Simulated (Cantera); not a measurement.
Input: 1 mol Al2O3, 1.6 mol HCl, 0.013 mol O2, equilibrated at 10000 Pa.

Method: chemical equilibrium by Gibbs-energy minimisation in Cantera with the NASA 1993 tables (ideal gas, pure condensed phases). Candidate condensed phases: Al, AlCl3, Al2O3, H2O; 29 gas species. Kinetics and transport are ignored.

Problem. At 1548 K, list the 6 most abundant gas species with their mole fractions, and the condensed phases.

Solution. HCl 0.957, Cl 0.0196, H2O 0.0164, Cl2 0.00599, AlCl3 0.000435, O2 0.000159. Condensed: Al2O3(s).
